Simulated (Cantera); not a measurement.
Charge: 1 mol SiH₂Cl₂, 0.081 mol O₃, 6 mol NO, held at 133 Pa.

Cantera equilibrium calculation (NASA polynomials, part measured and part estimated; ideal gas, pure solids and liquids). Candidate condensed phases: H₂O, NH₄Cl, Si, SiO₂, Si₂N₂O, Si₃N₄; 47 gas species. The tables hold silica as quartz up to 1696 K and as liquid above; real silica turns to tridymite and cristobalite and melts near 1996 K. Equilibrium is a limit: real reactors are often held back by kinetics, nucleation or transport.

At 1400 °C, list the 6 most abundant gas species with their mole fractions, and the condensed phases.

N₂ 0.411, O₂ 0.269, HCl 0.192, Cl 0.0821, H₂O 0.0408, NO 0.00214. Condensed: SiO₂(β-quartz).
